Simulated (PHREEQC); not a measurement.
A column of 0.5 m (40 cells, dispersivity 0.025 m, 3600 s a shift, diffusion coefficient 3e-10 m²/s) holds 0.045 eq of the database's cation exchanger X per kg of pore water, first in equilibrium with 15 mmol/kgw MgCl2 and 0.01 mmol/kgw HCl. It is flushed with 35 mmol/kgw KBr and 0.01 mmol/kgw HCl, at 40 °C. Values are for the last cell. CO2 from the air is kept out. Precipitation was switched off in this run.

The series has 34 steps of pore volumes, from 0 to 4.963.

The numbers come from PHREEQC with the ion-association model, phreeqc.dat.

### Question
After how many pore volumes does Br at the outlet first reach half of its feed value?

### Answer
By 1.1 pore volumes.

### Question
After how many pore volumes does K at the outlet first reach half of its feed value?

### Answer
By 2.0 pore volumes.

Species that the database lacks are ignored. Away from 25 °C the constants follow the database's enthalpies or fits; those with neither stay at their 25 °C values.
